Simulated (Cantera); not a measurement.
What does this Cantera script print?

```python
import numpy as np
import cantera as ct

gas_names = """
    Fe FeO O O2 O3
""".split()
cond_names = """
    Fe(a) Fe(c) Fe(d) Fe(L) FeO(s) FeO(L) Fe2O3(s) Fe3O4(s)
""".split()


# ... load() reads the species with a 1 bar reference pressure and builds the phases ...
atoms = {
    'Fe2O3': {'Fe': 2, 'O': 3},
    'O2': {'O': 2},
}
top_T = {'Fe2O3(s)': 1830, 'Fe3O4(s)': 1870}  # K; cautious upper limits of use, not melting points


# ... equilibrate(T, P, feed) seeds the gas with the atoms and calls Mixture.equilibrate('TP', solver="vcs", rtol=1e-11, max_steps=5000) ...
results = []
feed = {'Fe2O3': 1, 'O2': 0.13}  # mol
P = 10000  # Pa
for T in [848, 948, 1048, 1148, 1248, 1348, 1448, 1548, 1648]:
    mix = equilibrate(T, P, feed)
    results.append((T, P, feed, dict(zip(mix.species_names, mix.species_moles))))

top = {s: max(r[3][s] / sum(r[3][g] for g in gas_names) for r in results) for s in gas_names}
cols = sorted((s for s in top if top[s] > 1e-06), key=lambda s: -top[s])[:5]
seen = [c for c in cond_names if any(r[3].get(c, 0) > 1e-12 for r in results)]
print("log10 of partial pressures in bar; condensed amounts in mol")
print(f"{'T/K':>10s}" + "".join(f"{s[:9]:>10s}" for s in cols + seen))
for T, P, feed, n in results:
    ng = sum(n[g] for g in gas_names)
    print(f"{T:10.4g}" + "".join(f"{np.log10(max(n[s] / ng * P / 1e5, 1e-99)):10.3f}" for s in cols)
          + "".join(f"{n.get(c, 0):10.4g}" for c in seen))
```

It prints:

```
log10 of partial pressures in bar; condensed amounts in mol
       T/K        O2         O  Fe2O3(s)  Fe3O4(s)
       848    -1.000   -12.667         1         0
       948    -1.000   -11.027         1         0
      1048    -1.000    -9.699         1         0
      1148    -1.000    -8.600         1         0
      1248    -1.000    -7.677         1         0
      1348    -1.000    -6.889         1         0
      1448    -1.000    -6.210         1         0
      1548    -1.000    -5.617         1         0
      1648    -1.000    -5.097         0    0.6667
```

Equilibrium computed with Cantera from the NASA thermochemical tables; the gas is ideal and each condensed phase is pure.
